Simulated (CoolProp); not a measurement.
Aqueous sodium chloride as a coolant, 11 % by mass, freezing at -7.3 °C, 1 atm.

Values from CoolProp's Melinder's fits for secondary coolants.

| T (°C) | conductivity (W/(m K)) | density (kg/m³) | cp (kJ/(kg K)) | viscosity (mPa s) |
|---|---|---|---|---|
| -4.8 | 0.547 | … | 3.640 | … |
| 2.3 | 0.559 | 1084 | 3.655 | 1.97 |
| 9.4 | … | 1082 | 3.669 | 1.60 |
| 16.5 | 0.582 | … | … | 1.33 |
| 23.7 | 0.594 | 1077 | 3.691 | 1.12 |
| 30.8 | … | … | 3.700 | 0.966 |

**Question.** What belongs in the gaps?

**Answer.** 
- -4.8, density (kg/m³): 1086
- -4.8, viscosity (mPa s): 2.47
- 9.4, conductivity (W/(m K)): 0.571
- 16.5, density (kg/m³): 1079
- 16.5, cp (kJ/(kg K)): 3.681
- 30.8, conductivity (W/(m K)): 0.605
- 30.8, density (kg/m³): 1074
